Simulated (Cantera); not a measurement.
Feed: 1 mol Si₃N₄, 0.37 mol C, 1.6 mol H₂, held at 2773 K and 1.50 bar.

Cantera equilibrium calculation (NASA polynomials, part measured and part estimated; ideal gas, pure solids and liquids). Candidate condensed phases: C, C₆H₆, C₇H₈, C₈H₁₈, Si, SiC, Si₃N₄; 105 gas species. Mutual solubility and eutectic melting of coexisting phases are not modelled. The tables' values for SiN are old estimates; treat these amounts as uncertain. Gases not in the tables: Si₂H₆ and higher silanes. The numbers say what is thermodynamically allowed, not how fast it happens.

Base state: N₂ 0.513, H₂ 0.385, H 0.0377, HCN 0.0248, Si 0.0199, Si₂C 0.00532, HNC 0.00385, SiH 0.00274 (mole fractions); condensed: Si(l) + SiC(s).

**Question.** What changes in the equilibrium state with this change: pressure from 1.50 bar to 6.40 bar?

**Answer.** 
```tsv
species	before	after
N₂	0.513	0.530
H₂	0.385	0.408
HCN	0.0248	0.0260
H	0.0377	0.0188
Si	0.0199	0.00466
CH₄	9.61e-6	4.62e-5
Si₂C	0.00532	0.00125
Si(l), mol	2.64	2.72
SiC(s), mol	0.209	0.234
```

**Question.** What changes in the equilibrium state with this change: temperature from 2773 K to 2398.15 K?

**Answer.** 
```json
[
 {"species": "N₂", "before": "0.513", "after": "0.549"},
 {"species": "H₂", "before": "0.385", "after": "0.434"},
 {"species": "H", "before": "0.0377", "after": "0.00848"},
 {"species": "Si", "before": "0.0199", "after": "0.00143"},
 {"species": "HCN", "before": "0.0248", "after": "0.00495"},
 {"species": "C₂H", "before": "2.52e-5", "after": "1.17e-7"},
 {"species": "SiC₂", "before": "0.00190", "after": "9.50e-6"},
 {"species": "Si(l), mol", "before": "2.64", "after": "2.64"},
 {"species": "SiC(s), mol", "before": "0.209", "after": "0.349"}
]
```
